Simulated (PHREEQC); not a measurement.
A solution holds 1.9 mol/kgw HCl and 0.36 mol/kgw KCl, at 80 °C. Closed to the air; pH follows from the charge balance.

The numbers come from PHREEQC with the Pitzer model, pitzer.dat.

Question: The ionic strength comes out as 2.26 mol/kgw. What activity coefficients do Cl-, H+, K+ get?

Answer: Cl- 0.57, H+ 1.4, K+ 0.84. Single-ion values are on the MacInnes scale.

Precipitation was switched off in this run. Species that the database lacks are ignored. In brines, pH and single-ion activities rest on the MacInnes convention. Constants without temperature data keep their 25 °C values here.
